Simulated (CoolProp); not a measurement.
R365MFC at 293.15 K and 0.0199 MPa is throttled through a valve to 0.00894 MPa with no heat exchange. Each further row changes one setting.

Computed with CoolProp (reference Helmholtz-energy equation of state, Lemmon 2016).

```tsv
case	temperature change (K)	final density (kg/m³)
as stated	-0.4	0.547
outlet pressure 0.00268 MPa	-0.6	0.163
outlet pressure 0.0116 MPa	-0.3	0.710
```
